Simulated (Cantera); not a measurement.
# Stirred combustor or abatement burner

A perfectly stirred reactor is fed with 2.82 % C2H4, 16.0 % O2, 60.1 % N2, 21.2 % H2O, at 0.790 bar; it is adiabatic with a 573 K inlet, and is followed from long to short residence time, starting on the burning branch (τ in s: 0.44, 0.17, 0.068, 0.027, 0.011, 0.0042, 0.0017, 0.00065, 0.00026, 0.0001, 4e-05, 1.6e-05, 6.3e-06).

Cantera simulation using GRI-Mech 3.0 (53 species, 325 reactions); the numbers are that mechanism's predictions, not measurements. GRI-Mech 3.0 was tuned for natural gas; its chemistry of ethylene as a main component is partial and can be far from experiment.

```csv
τ (s),T (K),x C2H4,x O2,x H2O,x C2H,x NO2,x H
0.44,1583,4.12e-6,0.0750,0.267,5.90e-10,4.27e-9,2.81e-6
0.17,1580,7.60e-6,0.0750,0.267,1.12e-9,4.72e-9,6.94e-6
0.068,1577,1.35e-5,0.0751,0.267,2.00e-9,4.60e-9,1.68e-5
0.027,1571,2.38e-5,0.0752,0.267,3.44e-9,3.77e-9,4.09e-5
0.011,1561,4.11e-5,0.0756,0.266,5.57e-9,2.77e-9,9.52e-5
0.0042,1542,7.52e-5,0.0764,0.265,8.78e-9,2.00e-9,0.000225
0.0017,1511,0.000140,0.0779,0.263,1.25e-8,1.57e-9,0.000463
0.00065,1449,0.000327,0.0818,0.261,1.53e-8,1.14e-9,0.000813
0.00026,573,0.0282,0.160,0.212,<1e-12,<1e-12,<1e-12
0.00010,573,0.0282,0.160,0.212,<1e-12,<1e-12,<1e-12
4.0e-5,573,0.0282,0.160,0.212,<1e-12,<1e-12,<1e-12
1.6e-5,573,0.0282,0.160,0.212,<1e-12,<1e-12,<1e-12
6.3e-6,573,0.0282,0.160,0.212,<1e-12,<1e-12,<1e-12
```
x: mole fraction; the columns are a selection and need not sum to one.
